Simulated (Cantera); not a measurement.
A perfectly stirred reactor is fed with 17.4 % H₂, 82.6 % O₂, equivalence ratio 0.10, at 2670 Pa; it is held at 1050 K, and followed from long to short residence time.

Cantera simulation using the H2/O2 subset of GRI-Mech 3.0, which has no nitrogen chemistry; the numbers are that mechanism's predictions, not measurements. Radical loss at walls, strong at low pressure, is not modelled. The temperature is held fixed by assumption; the heat of reaction is taken as removed at once.

Task: Predict: x(H₂) at τ = 0.780 s; x(O₂) at τ = 0.780 s; x(H₂O₂) at τ = 0.780 s; x(O) at τ = 0.780 s; x(HO₂) at τ = 0.780 s; x(H₂) at τ = 9.20 ms; x(O₂) at τ = 9.20 ms; x(H₂O₂) at τ = 9.20 ms; x(O) at τ = 9.20 ms; x(HO₂) at τ = 9.20 ms.

Result: 
```
Property                  Result
----------------------  --------
x(H₂) at τ = 0.780 s    0.000790
x(O₂) at τ = 0.780 s       0.809
x(H₂O₂) at τ = 0.780 s   6.13e-7
x(O) at τ = 0.780 s     0.000808
x(HO₂) at τ = 0.780 s    9.97e-6
x(H₂) at τ = 9.20 ms      0.0102
x(O₂) at τ = 9.20 ms       0.796
x(H₂O₂) at τ = 9.20 ms   1.07e-6
x(O) at τ = 9.20 ms       0.0110
x(HO₂) at τ = 9.20 ms    2.50e-5
```
